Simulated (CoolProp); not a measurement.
Saturation properties of cyclopropane (Tc = 398.7 K, pc = 5.605 MPa, ω = 0.131).

Values from CoolProp's reference Helmholtz-energy equation of state, Polt 1992. This equation is an older, rougher fit; its heat capacities, sound speeds and derivatives of the liquid may be far off and weren't checked against measurements.

```json
[
 {"T (K)": "309.8", "p (MPa)": "0.9800", "liquid density (kg/m³)": "600.4", "vapour density (kg/m³)": "19.05", "enthalpy of vaporisation (kJ/kg)": "384.3", "surface tension (mN/m)": "9.44"},
 {"T (K)": "312.3", "p (MPa)": "1.042", "liquid density (kg/m³)": "596.3", "vapour density (kg/m³)": "20.26", "enthalpy of vaporisation (kJ/kg)": "380.2", "surface tension (mN/m)": "9.09"},
 {"T (K)": "314.8", "p (MPa)": "1.108", "liquid density (kg/m³)": "592.1", "vapour density (kg/m³)": "21.53", "enthalpy of vaporisation (kJ/kg)": "?", "surface tension (mN/m)": "8.74"},
 {"T (K)": "317.2", "p (MPa)": "1.173", "liquid density (kg/m³)": "588.0", "vapour density (kg/m³)": "22.81", "enthalpy of vaporisation (kJ/kg)": "?", "surface tension (mN/m)": "8.41"},
 {"T (K)": "319.7", "p (MPa)": "1.244", "liquid density (kg/m³)": "583.7", "vapour density (kg/m³)": "24.22", "enthalpy of vaporisation (kJ/kg)": "367.8", "surface tension (mN/m)": "8.08"},
 {"T (K)": "322.1", "p (MPa)": "1.315", "liquid density (kg/m³)": "579.5", "vapour density (kg/m³)": "?", "enthalpy of vaporisation (kJ/kg)": "363.6", "surface tension (mN/m)": "7.75"},
 {"T (K)": "324.6", "p (MPa)": "1.393", "liquid density (kg/m³)": "575.0", "vapour density (kg/m³)": "27.18", "enthalpy of vaporisation (kJ/kg)": "359.1", "surface tension (mN/m)": "7.42"},
 {"T (K)": "327.1", "p (MPa)": "1.473", "liquid density (kg/m³)": "570.5", "vapour density (kg/m³)": "28.81", "enthalpy of vaporisation (kJ/kg)": "354.5", "surface tension (mN/m)": "7.09"},
 {"T (K)": "329.5", "p (MPa)": "1.554", "liquid density (kg/m³)": "566.1", "vapour density (kg/m³)": "30.46", "enthalpy of vaporisation (kJ/kg)": "350.0", "surface tension (mN/m)": "?"},
 {"T (K)": "332", "p (MPa)": "1.641", "liquid density (kg/m³)": "561.4", "vapour density (kg/m³)": "32.26", "enthalpy of vaporisation (kJ/kg)": "345.1", "surface tension (mN/m)": "6.46"},
 {"T (K)": "334.4", "p (MPa)": "1.728", "liquid density (kg/m³)": "556.8", "vapour density (kg/m³)": "34.08", "enthalpy of vaporisation (kJ/kg)": "340.4", "surface tension (mN/m)": "6.15"},
 {"T (K)": "336.9", "p (MPa)": "1.822", "liquid density (kg/m³)": "551.9", "vapour density (kg/m³)": "36.08", "enthalpy of vaporisation (kJ/kg)": "335.3", "surface tension (mN/m)": "5.84"},
 {"T (K)": "339.4", "p (MPa)": "1.920", "liquid density (kg/m³)": "547.0", "vapour density (kg/m³)": "38.18", "enthalpy of vaporisation (kJ/kg)": "330.1", "surface tension (mN/m)": "5.53"},
 {"T (K)": "341.8", "p (MPa)": "2.018", "liquid density (kg/m³)": "542.1", "vapour density (kg/m³)": "40.30", "enthalpy of vaporisation (kJ/kg)": "324.9", "surface tension (mN/m)": "5.23"},
 {"T (K)": "344.3", "p (MPa)": "2.123", "liquid density (kg/m³)": "?", "vapour density (kg/m³)": "?", "enthalpy of vaporisation (kJ/kg)": "319.3", "surface tension (mN/m)": "4.93"}
]
```

Q: Some entries are withheld; supply them.

A: 
- 314.8, enthalpy of vaporisation (kJ/kg): 376.1
- 317.2, enthalpy of vaporisation (kJ/kg): 372.1
- 322.1, vapour density (kg/m³): 25.63
- 329.5, surface tension (mN/m): 6.78
- 344.3, liquid density (kg/m³): 536.9
- 344.3, vapour density (kg/m³): 42.63

Surface tension comes from a separate correlation (Mulero 2014).
